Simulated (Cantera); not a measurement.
Cantera run:

```python
import numpy as np
import cantera as ct

gas_names = """
    H2S H2
""".split()
cond_names = """
    NiS(b) NiS(a) NiS(L) Ni3S4(s)
""".split()


def load(file, names, dense=False):
    # The tables refer to 1 bar. Condensed volumes are neglected.
    table = {s.name: s for s in ct.Species.list_from_file(file)}
    out = []
    for n in names:
        d = dict(table[n].input_data)
        d["thermo"] = dict(d["thermo"], **{"reference-pressure": 1e5})
        if dense:
            d["equation-of-state"] = {"model": "constant-volume", "density": "1e6 g/cm^3"}
        out.append(ct.Species.from_dict(d))
    return out


species = {s.name: s for s in load("nasa_gas.yaml", gas_names) + load("nasa_condensed.yaml", cond_names)}
# Each term lists the table entries of one substance; the one whose range holds T is used.
reactions = {
    'H2S(g) + 3 NiS = Ni3S4 + H2(g)':
        [(-1, ['H2S']), (-3, ['NiS(b)', 'NiS(a)', 'NiS(L)']), (1, ['Ni3S4(s)']), (1, ['H2'])],
}


def pick(names, T):
    return next(species[n] for n in names if species[n].thermo.min_temp <= T <= species[n].thermo.max_temp)


results = []
for label, terms in reactions.items():
    print(label)
    print("     T/K   dH/kJ  dS/(J/K)   dG/kJ   log10 K")
    for T in [350, 400, 450, 500, 550, 600]:
        used = [(nu, pick(names, T)) for nu, names in terms]
        dH = sum(nu * s.thermo.h(T) for nu, s in used) / 1e6
        dS = sum(nu * s.thermo.s(T) for nu, s in used) / 1e3
        dG = dH - T * dS / 1e3
        logK = -dG * 1e6 / (ct.gas_constant * T * np.log(10))
        results.append((label, T, dH, dS, dG, logK, [s.name for _, s in used]))
        print(f"{T:8g} {dH:8.1f} {dS:8.1f} {dG:8.1f} {logK:8.2f}")
```

Result:

```
H2S(g) + 3 NiS = Ni3S4 + H2(g)
     T/K   dH/kJ  dS/(J/K)   dG/kJ   log10 K
     350    -16.0    -44.6     -0.4     0.07
     400    -15.0    -41.8      1.7    -0.22
     450    -13.9    -39.1      3.7    -0.43
     500    -12.6    -36.4      5.6    -0.59
     550    -11.2    -33.8      7.4    -0.70
     600     -9.6    -31.1      9.0    -0.78
```

Standard-state values (1 bar) from the NASA 1993 polynomials, evaluated with Cantera. Condensed species are held in their standard states even where they would react or evaporate.
